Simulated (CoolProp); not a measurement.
Vapour-liquid equilibrium of acetone (1) + cyclohexane (2) at 308.1 K; x and y are mole fractions of (1).

The numbers come from the multi-fluid Helmholtz-energy mixture model, Lemmon 2006 and Zhou 2014; pair parameters Bell 2016 in CoolProp.

```
x      bubble pressure, mixture model (MPa)  bubble pressure, Raoult's law (MPa)  y, mixture model  y, Raoult's law
-----  ------------------------------------  -----------------------------------  ----------------  ---------------
0.05                                0.03157                              0.02136             0.388            0.109
0.125                               0.04131                              0.02334             0.554            0.249
0.2                                 0.04607                              0.02532             0.615            0.367
0.275                               0.04838                              0.02730             0.643            0.468
0.35                                0.04953                              0.02928             0.658            0.555
0.425                               0.05017                              0.03126             0.668            0.631
0.5                                 0.05064                              0.03324             0.678            0.698
0.575                               0.05104                              0.03521             0.689            0.758
0.65                                0.05138                              0.03719             0.706            0.811
0.725                               0.05155                              0.03917             0.730            0.859
0.8                                 0.05138                              0.04115             0.767            0.903
0.875                               0.05055                              0.04313             0.823            0.942
0.95                                0.04862                              0.04511             0.912            0.978
```

The largest gap from Raoult's law is +82.0 % in bubble pressure, at x = 0.2. y crosses x between x = 0.725 and 0.8: the model has an azeotrope there.

The pair parameters rest on a limited set of measurements; away from them the model extrapolates. With so large a gap from Raoult's law the liquid may split in two, which this calculation doesn't test in full.
